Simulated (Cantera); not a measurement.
A Cantera script and what it prints.

```python
import numpy as np
import cantera as ct

gas_names = """
    H H2S
""".split()
cond_names = """
    Ni3S4(s) Ni(cr) Ni(L)
""".split()


# ... load() reads the species with a 1 bar reference pressure and builds the phases ...
species = {s.name: s for s in load("nasa_gas.yaml", gas_names) + load("nasa_condensed.yaml", cond_names)}
# Each term lists the table entries of one substance; the one whose range holds T is used.
reactions = {
    'Ni3S4 + 8 H(g) = 4 H2S(g) + 3 Ni':
        [(-1, ['Ni3S4(s)']), (-8, ['H']), (4, ['H2S']), (3, ['Ni(cr)', 'Ni(L)'])],
}


def pick(names, T):
    return next(species[n] for n in names if species[n].thermo.min_temp <= T <= species[n].thermo.max_temp)


results = []
for label, terms in reactions.items():
    print(label)
    print("     T/K   dH/kJ  dS/(J/K)   dG/kJ   log10 K")
    for T in [300, 350, 375, 400, 425, 450, 475, 500, 525, 550, 575, 600]:
        used = [(nu, pick(names, T)) for nu, names in terms]
        dH = sum(nu * s.thermo.h(T) for nu, s in used) / 1e6
        dS = sum(nu * s.thermo.s(T) for nu, s in used) / 1e3
        dG = dH - T * dS / 1e3
        logK = -dG * 1e6 / (ct.gas_constant * T * np.log(10))
        results.append((label, T, dH, dS, dG, logK, [s.name for _, s in used]))
        print(f"{T:8g} {dH:8.1f} {dS:8.1f} {dG:8.1f} {logK:8.2f}")
```

Result:

```
Ni3S4 + 8 H(g) = 4 H2S(g) + 3 Ni
     T/K   dH/kJ  dS/(J/K)   dG/kJ   log10 K
     300  -1525.1   -192.3  -1467.4   255.49
     350  -1530.9   -210.2  -1457.3   217.49
     375  -1533.8   -218.2  -1452.0   202.25
     400  -1536.7   -225.8  -1446.4   188.88
     425  -1539.7   -232.9  -1440.7   177.06
     450  -1542.6   -239.7  -1434.8   166.54
     475  -1545.6   -246.1  -1428.7   157.11
     500  -1548.6   -252.3  -1422.5   148.60
     525  -1551.6   -258.1  -1416.1   140.89
     550  -1554.6   -263.6  -1409.6   133.87
     575  -1557.5   -268.8  -1402.9   127.44
     600  -1560.3   -273.6  -1396.1   121.54
```

Standard-state values (1 bar) from the NASA 1993 polynomials, evaluated with Cantera. Condensed species are held in their standard states even where they would react or evaporate.
